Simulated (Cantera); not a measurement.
Thermodynamics of carbothermic reduction, feed Cu₂O + C + H₂

Feed: 1 mol Cu₂O, 2.9 mol C, 1.8 mol H₂, at 0.120 bar.

Method: chemical equilibrium by Gibbs-energy minimisation in Cantera with the NASA 1993 tables (ideal gas, pure condensed phases). Candidate condensed phases: C, C₆H₆, C₇H₈, C₈H₁₈, Cu, CuO, Cu(OH)₂, Cu₂O, H₂O; 113 gas species. The numbers say what is thermodynamically allowed, not how fast it happens.

```
T (K)  log p H₂  log p CO  log p Cu  log p H  log p H₂O  log p CH₄  log p CO₂  n C(graphite)  n Cu(s)  n Cu(l)
-----  --------  --------  --------  -------  ---------  ---------  ---------  -------------  -------  -------
1173      -1.11     -1.37     -8.24    -7.49      -3.93      -3.94      -4.29           1.90     2.00        0
1273      -1.11     -1.37     -7.08    -6.70      -4.41      -4.25      -4.88           1.90     2.00        0
1373      -1.11     -1.37     -6.10    -6.03      -4.81      -4.52      -5.38           1.90        0     2.00
1473      -1.11     -1.37     -5.29    -5.45      -5.16      -4.76      -5.81           1.90        0     2.00
1573      -1.11     -1.37     -4.58    -4.95      -5.46      -4.96      -6.18           1.90        0     2.00
1673      -1.11     -1.37     -3.95    -4.50      -5.73      -5.14      -6.51           1.90        0     2.00
1773      -1.11     -1.37     -3.40    -4.10      -5.97      -5.30      -6.79           1.90        0     1.99
1873      -1.12     -1.37     -2.91    -3.75      -6.19      -5.45      -7.05           1.90        0     1.97
```
log p: log10 of the partial pressure in bar; n: condensed amount in mol.

From 1173 K to 1273 K the condensed part is C(graphite) + Cu(s). From 1373 K to 1873 K the condensed part is C(graphite) + Cu(l). The main Cu-bearing gas is Cu throughout.
